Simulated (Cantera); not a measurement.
An adiabatic, constant-volume homogeneous reactor starts with 4.37 % C3H8, 8.30 % O2, 87.3 % N2, at 1450 K and 1.70 bar.

Model: GRI-Mech 3.0 (53 species, 325 reactions), integrated in Cantera. GRI-Mech 3.0 was tuned for natural gas; its chemistry of propane as a main component is partial and can be far from experiment.

x: mole fraction; the columns are a selection and need not sum to one.

```tsv
t (s)	T (K)	P (bar)	x C3H8	x O2	x NO	x H2O	x HO2	x H2
7.00e-6	1445	1.70	0.0429	0.0828	<1e-12	8.92e-5	___	0.000244
1.66e-5	1442	1.69	0.0413	0.0823	4.21e-12	0.000404	___	0.000759
3.94e-5	1439	1.70	0.0378	0.0813	1.68e-11	0.00123	___	0.00206
9.36e-5	1439	1.71	0.0292	0.0779	6.26e-11	0.00381	___	0.00562
0.000222	1974	2.61	1.03e-7	0.00895	1.35e-6	0.0545	___	0.0634
0.000528	2100	2.80	2.18e-10	7.74e-7	4.18e-6	0.0558	2.15e-10	0.0764
0.00125	2096	2.81	8.68e-11	2.21e-8	6.85e-6	0.0505	3.17e-11	0.0842
0.00297	2092	2.83	4.30e-11	1.51e-8	1.16e-5	0.0441	2.00e-11	0.0936
0.00706	2087	2.85	1.38e-11	9.18e-9	1.67e-5	0.0363	1.09e-11	0.105
0.0168	2082	2.86	1.91e-12	5.52e-9	2.18e-5	0.0294	5.96e-12	0.116
0.0398	2077	2.87	<1e-12	3.96e-9	2.75e-5	0.0258	4.09e-12	0.121
0.0945	2076	2.87	<1e-12	3.72e-9	2.18e-5	0.0251	3.82e-12	0.123
0.224	2076	2.87	<1e-12	3.74e-9	8.47e-6	0.0251	3.83e-12	0.123
0.532	2076	2.87	<1e-12	3.74e-9	3.23e-6	0.0251	3.84e-12	0.123
1.26	2076	2.87	<1e-12	3.74e-9	1.59e-6	0.0251	3.84e-12	0.123
3.00	2076	2.87	<1e-12	3.74e-9	1.23e-6	0.0251	3.84e-12	0.123
```

Task: What belongs in the gaps?

Result: 
- 7.00e-6, x HO2: 5.05e-5
- 1.66e-5, x HO2: 3.71e-5
- 3.94e-5, x HO2: 4.07e-5
- 9.36e-5, x HO2: 6.66e-5
- 0.000222, x HO2: 5.86e-6
